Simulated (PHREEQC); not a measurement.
Solution (25 °C): 7.8 mmol/kgw (NH4)2SO4, 0.12 mmol/kgw NH4HSO4, 0.5 mmol/kgw Fe2(SO4)3 and 0.07 mmol/kgw NH4Cl. Closed to the air; pH follows from the charge balance.

The numbers come from PHREEQC with the ion-association model, phreeqc.dat.

Each row changes one thing in this solution. This is a speciation only: nothing precipitates in the calculation.

| case | pH | ionic strength (mol/kgw) | NH4+ (mol/kgw) | SO4-2 (mol/kgw) | NH4SO4- (mol/kgw) | FeSO4+ (mol/kgw) | SI of Fe(OH)3(a) (Fe(OH)3) | SI of Goethite (FeOOH) |
|---|---|---|---|---|---|---|---|---|
| as made | 3.39 | 0.0249 | 0.0150 | 0.00779 | 0.000821 | 0.000509 | +0.23 | +6.12 |
| (NH4)2SO4 from 0.0078 to 0.00858 mol/kgw | 3.40 | 0.0269 | 0.0164 | 0.00842 | 0.000954 | 0.000511 | +0.24 | +6.13 |
| NH4HSO4 from 0.00012 to 6e-05 mol/kgw | 3.41 | 0.0248 | 0.0149 | 0.00776 | 0.000816 | 0.000495 | +0.29 | +6.18 |
| diluted 5-fold with water | 3.64 | 0.00549 | 0.00311 | 0.00177 | 5.17e-5 | 3.05e-5 | +0.33 | +6.22 |

Some of these states are supersaturated (in Fe(OH)3(a), Hematite (slow to form), for instance).
